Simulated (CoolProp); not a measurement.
Vapour-liquid equilibrium of carbon dioxide (1) + R124 (2) at 261 K; x and y are mole fractions of (1).

Model: multi-fluid Helmholtz-energy mixture model, Span 1996 and de Vries 1995; pair parameters Bell 2016, in CoolProp.

```tsv
x	bubble pressure, mixture model (MPa)	bubble pressure, Raoult's law (MPa)	y, mixture model	y, Raoult's law
0.05	0.2108	0.2200	0.530	0.566
0.2	0.5182	0.5785	0.822	0.861
0.35	0.8168	0.9369	?	0.930
0.5	1.132	1.295	0.937	0.961
0.65	?	1.654	0.962	0.979
0.8	1.882	2.012	?	0.990
0.95	?	2.371	0.996	0.998
```

Fill in the missing entries.


- 0.35, y, mixture model: 0.898
- 0.65, bubble pressure, mixture model (MPa): 1.484
- 0.8, y, mixture model: 0.981
- 0.95, bubble pressure, mixture model (MPa): 2.331

The largest gap from Raoult's law is -12.8 % in bubble pressure, at x = 0.35. No azeotrope shows between x = 0.05 and 0.95.

Pair parameters are fitted to limited data, so mixtures are less certain than the pure fluids.
